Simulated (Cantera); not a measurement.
Feed: 1 mol Fe2O3, 6.8 mol C, 1.1 mol H2, at 927 °C and 19.0 Pa.

These are equilibrium values from Cantera (NASA tables, ideal gas, pure condensed phases), not measurements of a reactor. Candidate condensed phases: C, C6H6, C7H8, C8H18, Fe, Fe(CO)5, FeO, Fe(OH)2, Fe(OH)3, Fe2O3, Fe3O4, H2O; 114 gas species. Condensed phases not in the tables: cementite and carbon dissolved in iron. Rates play no part.

Base state: CO 0.732, H2 0.268 (mole fractions); condensed: C(graphite) + Fe(γ).

**Question.** What changes in the equilibrium state with this change: C from 6.8 to 0.41 mol?

**Answer.** 
```json
[
 {"species": "H2", "before": "0.268", "after": "0.429"},
 {"species": "H2O", "before": "9.68e-7", "after": "0.299"},
 {"species": "CO", "before": "0.732", "after": "0.180"},
 {"species": "CO2", "before": "1.92e-6", "after": "0.0914"},
 {"species": "C(graphite), mol", "before": "3.80", "after": "0"},
 {"species": "Fe(γ), mol", "before": "2.00", "after": "0"},
 {"species": "FeO(s), mol", "before": "0", "after": "2.00"}
]
```
The tables' stoichiometric FeO is somewhat more stable than real wüstite, so its field is too wide. FeO: taken at fixed stoichiometry.

**Question.** What changes in the equilibrium state with this change: temperature from 927 °C to 1750 °C?

**Answer.** 
```
species            before     after
----------------  -------  --------
CO                  0.732     0.479
Fe                2.61e-7     0.319
H2                  0.268     0.149
H                 7.42e-6    0.0532
C2H2 (acetylene)  2.76e-8  0.000133
C(graphite), mol     3.80      3.80
Fe(γ), mol           2.00         0
```
